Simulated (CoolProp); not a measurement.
Model: reference Helmholtz-energy equation of state, McLinden 2015, in CoolProp.

### Question
Give the vapour pressure (MPa), liquid cp (kJ/(kg K)), vapour Z of saturated the fluoroketone C6F12O (FK-5-1-12) at 226.8, 279, 287.7 K.

### Answer
```json
[
 {"T (K)": "226.8", "p (MPa)": "0.000565", "liquid cp (kJ/(kg K))": "1.10", "vapour Z": "0.999"},
 {"T (K)": "279", "p (MPa)": "0.0168", "liquid cp (kJ/(kg K))": "1.09", "vapour Z": "0.982"},
 {"T (K)": "287.7", "p (MPa)": "0.0255", "liquid cp (kJ/(kg K))": "1.10", "vapour Z": "0.976"}
]
```
